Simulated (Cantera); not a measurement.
A closed system holds: 1 mol n-butane, 1.6 mol O2, 2.8 mol H2, held at 1.00 bar.

Equilibrium computed with Cantera from the NASA thermochemical tables; the gas is ideal and each condensed phase is pure. Candidate condensed phases: C, C6H6, C7H8, C8H18, H2O; 110 gas species. Equilibrium is a limit: real reactors are often held back by kinetics, nucleation or transport.

Task: At 1125 °C, list the 4 most abundant gas species with their mole fractions, and the condensed phases.

Result: H2 0.706, CO 0.291, CH4 0.00218, H2O 0.000777. Condensed: C(graphite).
